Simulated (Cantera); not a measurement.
Input (Python, Cantera):

```python
import numpy as np
import cantera as ct

gas = ct.Solution("SiF4_NH3_mec.yaml", "gas")
gas.TPX = 1875, 101325, {'NH3': 1, 'N2': 7.2}
reactor = ct.IdealGasConstPressureReactor(gas, energy="off", clone=False)
net = ct.ReactorNet([reactor])
net.rtol, net.atol = 1e-08, 1e-18
show = ['NH3', 'N2H4', 'N', 'N2', 'N2H2', 'NH2']
times = np.geomspace(1e-06, 5, 15)

steps = ct.SolutionArray(gas, extra=["t"])
rows = []
print(f"{'t/s':>10s}{'T/K':>9s}{'P/Pa':>11s}" + "".join(f"{s:>11s}" for s in show))
for t in times:
    while net.time < t:
        t_next = net.step()
        steps.append(gas.state, t=t_next)
    rows.append([np.interp(t, steps.t, y) for y in (steps.T, steps.P, *steps(*show).X.T)])
    print(f"{t:10.3e}{rows[-1][0]:9.1f}{rows[-1][1]:11.4g}" + "".join(f"{x:11.3e}" for x in rows[-1][2:]))
rate = np.gradient(steps.T, steps.t)
print("integrator steps:", len(steps.t))
if steps.T.max() > steps.T[0] + 200:
    print(f"time of steepest temperature rise: {steps.t[rate.argmax()]:.4e} s")
gas.TPX = 1875, 101325, {'NH3': 1, 'N2': 7.2}
gas.equilibrate("TP")
print(f"equilibrium (TP): T = {gas.T:.1f} K  " + "  ".join(f"{s} {gas[s].X[0]:.3e}" for s in show))
```

Result:

```
       t/s      T/K       P/Pa        NH3       N2H4          N         N2       N2H2        NH2
 1.000e-06   1875.0  1.013e+05  1.220e-01  2.101e-13  8.190e-17  8.780e-01  1.906e-13  4.871e-07
 3.010e-06   1875.0  1.013e+05  1.219e-01  3.471e-12  4.858e-15  8.780e-01  5.316e-12  1.700e-06
 9.057e-06   1875.0  1.013e+05  1.219e-01  3.867e-11  1.820e-13  8.780e-01  8.637e-11  5.394e-06
 2.726e-05   1875.0  1.013e+05  1.219e-01  3.728e-10  6.562e-12  8.780e-01  9.964e-10  1.649e-05
 8.203e-05   1875.0  1.013e+05  1.219e-01  3.391e-09  1.944e-10  8.780e-01  1.094e-08  4.948e-05
 2.469e-04   1875.0  1.013e+05  1.218e-01  2.640e-08  1.562e-09  8.780e-01  1.050e-07  1.378e-04
 7.430e-04   1875.0  1.013e+05  1.214e-01  8.023e-08  6.196e-09  8.778e-01  3.492e-07  2.402e-04
 2.236e-03   1875.0  1.013e+05  1.203e-01  7.999e-08  1.861e-08  8.775e-01  3.760e-07  2.398e-04
 6.730e-03   1875.0  1.013e+05  1.168e-01  6.571e-08  5.678e-08  8.763e-01  3.577e-07  2.174e-04
 2.025e-02   1875.0  1.013e+05  1.072e-01  4.755e-08  1.394e-07  8.731e-01  3.139e-07  1.849e-04
 6.095e-02   1875.0  1.013e+05  8.373e-02  2.878e-08  2.251e-07  8.651e-01  2.251e-07  1.438e-04
 1.834e-01   1875.0  1.013e+05  4.291e-02  1.031e-08  2.545e-07  8.514e-01  9.602e-08  8.610e-05
 5.520e-01   1875.0  1.013e+05  9.234e-03  1.023e-09  1.942e-07  8.400e-01  1.284e-08  2.713e-05
 1.661e+00   1875.0  1.013e+05  1.001e-03  2.460e-11  6.373e-08  8.372e-01  4.109e-10  4.209e-06
 5.000e+00   1875.0  1.013e+05  1.867e-04  9.703e-13  1.441e-08  8.369e-01  1.723e-11  8.359e-07
integrator steps: 1527
equilibrium (TP): T = 1875.0 K  NH3 1.522e-06  N2H4 6.521e-17  N 1.193e-10  N2 8.368e-01  N2H2 1.780e-13  NH2 6.845e-09
```

Detailed kinetics in Cantera: the gas-phase N/H chemistry of the illustrative SiF4/NH3 mechanism in the Surface Chemkin manual (1991). Walls and surfaces, which speed up NH3 decomposition in real reactors, are not modelled.
